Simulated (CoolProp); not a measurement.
The fluid at 217.34 K and 0.153 MPa flows at 0.36 m/s in a round tube of 1 mm bore and 15 µm roughness, fully developed (64/Re and Nu = 3.66 if laminar; Colebrook and Gnielinski if turbulent). The same conditions are run with several fluids, on thermodynamics alone (safety and materials aside).

Model: reference Helmholtz-energy equation of state of each fluid (R152A: Outcalt 1996; R134a: Tillner-Roth 1994; propane: Lemmon 2009; ethanol: Schroeder 2014; R410A: Lemmon 2003), in CoolProp. Blends and air are pseudo-pure fits.

Question: Rank R152A, R134a, propane, ethanol, R410A by Reynolds number, highest first.

Answer: R410A (1530), propane (927), R134a (861), R152A (833), ethanol (38.3)

```
fluid    Darcy friction factor  pressure drop (Pa/m)  heat-transfer coefficient (W/(m² K))  mass flow (kg/h)
-------  ---------------------  --------------------  ------------------------------------  ----------------
R152A                   0.0769                  5360                                   518              1.09
R134a                   0.0743                  7050                                   434              1.49
propane                 0.0691                  2670                                   504             0.607
ethanol                   1.67                 92400                                   683             0.869
R410A                   0.0418                  3690                                   499              1.39
```

Transport values come from each fluid's own correlations; those of R152A, R134a are estimates that may be off by 10 % or more.
